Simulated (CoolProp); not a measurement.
Vapour-liquid equilibrium of cyclopentane (1) + octamethylcyclotetrasiloxane (D4) (2) at 41.45 °C; x and y are mole fractions of (1).

The numbers come from the multi-fluid Helmholtz-energy mixture model, Gedanitz 2015 and Thol 2015; pair parameters Bell 2016 in CoolProp.

```csv
x,bubble pressure (MPa),y at the bubble point,dew pressure at overall composition x (MPa),liquid density (mol/L)
0.05,0.003398,0.882,0.0004434,3.271
0.125,0.008011,0.954,0.0004812,3.483
0.2,0.01283,0.973,0.0005259,3.719
0.275,0.01787,0.983,0.0005799,3.983
0.35,0.02314,0.988,0.0006461,4.281
0.425,0.02865,0.991,0.0007295,4.619
0.5,0.03442,0.994,0.0008375,5.005
0.575,0.04044,0.996,0.0009831,5.452
0.65,0.04672,0.997,0.001190,5.975
0.725,0.05326,0.998,0.001507,6.593
0.8,0.06001,0.999,0.002054,7.336
0.875,0.06687,0.999,0.003226,8.246
0.95,0.07363,1.000,0.007512,9.386
```

No azeotrope shows between x = 0.05 and 0.95.

The pair parameters rest on a limited set of measurements; away from them the model extrapolates.
